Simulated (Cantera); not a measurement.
Cantera run, input and output.

```python
import numpy as np
import cantera as ct

gas = ct.Solution("gri30.yaml")
gas.TPX = 498, 21000, {'CH4': 1, 'C2H6': 0.08, 'C3H8': 0.12, 'O2': 2.22, 'N2': 8.33, 'H2': 0.039}
flame = ct.FreeFlame(gas, width=0.12)
flame.set_refine_criteria(ratio=3, slope=0.08, curve=0.16)
flame.transport_model = "mixture-averaged"
flame.solve(loglevel=0, auto=True)
z, T = flame.grid, flame.T
thick = (T[-1] - T[0]) / np.gradient(T, z).max()
show = ['CH4', 'C2H6', 'C3H8', 'N2O', 'CH2', 'H2']
print(f"laminar burning velocity  {flame.velocity[0] * 100:.3f} cm/s")
print(f"burnt temperature         {T[-1]:.1f} K")
print(f"thermal thickness         {thick * 1e3:.4f} mm")
print(f"grid points               {len(z)}")
z0 = z[flame.heat_release_rate.argmax()]
print(f"{'z/mm':>9s}{'T/K':>9s}{'u/(m/s)':>9s}" + "".join(f"{s:>11s}" for s in show))
rows = []
for k in (-3, -2, -1.5, -1, -0.5, -0.25, 0, 0.25, 0.5, 1, 2, 4, 8):
    zz = z0 + k * thick
    rows.append([k * thick, np.interp(zz, z, T), np.interp(zz, z, flame.velocity),
                 *(np.interp(zz, z, flame.X[gas.species_index(s)]) for s in show)])
    print(f"{rows[-1][0] * 1e3:9.3f}{rows[-1][1]:9.1f}{rows[-1][2]:9.3f}" + "".join(f"{x:11.3e}" for x in rows[-1][3:]))
```

Result:

```
laminar burning velocity  106.713 cm/s
burnt temperature         2173.6 K
thermal thickness         1.4078 mm
grid points               153
     z/mm      T/K  u/(m/s)        CH4       C2H6       C3H8        N2O        CH2         H2
   -4.223    498.1    1.069  8.467e-02  6.776e-03  1.016e-02  2.399e-14  1.162e-18  4.966e-03
   -2.816    500.0    1.077  8.423e-02  6.752e-03  1.013e-02  8.099e-13  6.815e-15  8.699e-03
   -2.112    508.6    1.101  8.337e-02  6.717e-03  1.008e-02  6.312e-12  1.422e-12  1.364e-02
   -1.408    580.3    1.271  7.919e-02  6.622e-03  9.831e-03  1.019e-10  1.594e-09  2.391e-02
   -0.704   1013.4    2.285  5.685e-02  5.963e-03  6.272e-03  1.545e-09  6.528e-07  4.071e-02
   -0.352   1416.4    3.264  3.288e-02  2.885e-03  1.579e-03  3.992e-09  1.935e-05  4.881e-02
    0.000   1774.0    4.151  1.017e-02  2.393e-04  3.417e-05  7.232e-09  9.429e-05  5.138e-02
    0.352   1952.1    4.586  1.476e-03  2.858e-06  3.448e-08  8.547e-09  6.735e-05  4.730e-02
    0.704   2003.2    4.700  1.322e-04  1.828e-08  5.070e-12  8.409e-09  1.278e-05  4.330e-02
    1.408   2023.3    4.729  8.610e-07  1.292e-12  6.120e-19  7.028e-09  1.579e-07  4.203e-02
    2.816   2035.7    4.744  3.430e-10  1.094e-18  4.794e-27  5.965e-09  1.314e-10  4.311e-02
    5.631   2050.9    4.773  3.760e-14  2.253e-23  5.055e-35  5.724e-09  2.371e-14  4.330e-02
   11.262   2074.0    4.819  1.836e-15  1.998e-28  5.547e-41  5.647e-09  1.115e-15  4.309e-02
```

Detailed kinetics in Cantera: GRI-Mech 3.0 (53 species, 325 reactions). Burning velocities carry a grid error of a few per cent, more on coarse grids.
